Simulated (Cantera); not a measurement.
An isothermal, constant-pressure homogeneous reactor starts with H2 : O2 : N2 = 0.64 : 1 : 4.7 (molar parts), equivalence ratio 0.32, at 1250 K and 100.0 Torr.

Cantera simulation using GRI-Mech 3.0 (53 species, 325 reactions); the numbers are that mechanism's predictions, not measurements. The temperature is held fixed by assumption; the heat of reaction is taken as removed at once.

One state of this run: x H2 = 5.44e-7; x O2 = 0.113; x NO = 7.42e-6; x NO2 = 2.01e-8; x N2O = 7.88e-8; x H2O2 = 6.72e-9. x: mole fraction; the columns are a selection and need not sum to one.

**Question.** Which value of t (s) does it belong to?
A. 0.0703
B. 0.215
C. 9.32e-6
D. 2.00

**Answer.** B, 0.215
